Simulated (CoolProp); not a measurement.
Vapour-liquid equilibrium of R22 (1) + n-pentane (2) at 0.0217 MPa; x and y are mole fractions of (1).

Values from CoolProp's multi-fluid Helmholtz-energy mixture model, Kamei 1995 and Thol 2019; pair parameters Bell 2016.

| x | bubble temperature (K) | y at the bubble point | dew temperature at overall composition x (K) | liquid density (mol/L) |
|---|---|---|---|---|
| 0.05 | 240.4 | 0.809 | 269.5 | 9.576 |
| 0.2 | 216.2 | 0.969 | 265.9 | 10.60 |
| 0.35 | 210.1 | 0.983 | 261.8 | 11.51 |
| 0.5 | 208.0 | 0.987 | 256.8 | 12.48 |
| 0.65 | 207.1 | 0.989 | 250.3 | 13.60 |
| 0.8 | 206.2 | 0.991 | 241.1 | 14.94 |
| 0.95 | 204.7 | 0.997 | 221.7 | 16.58 |

No azeotrope shows between x = 0.05 and 0.95.

Pair parameters are fitted to limited data, so mixtures are less certain than the pure fluids. With so large a gap from Raoult's law the liquid may split in two, which this calculation doesn't test in full.
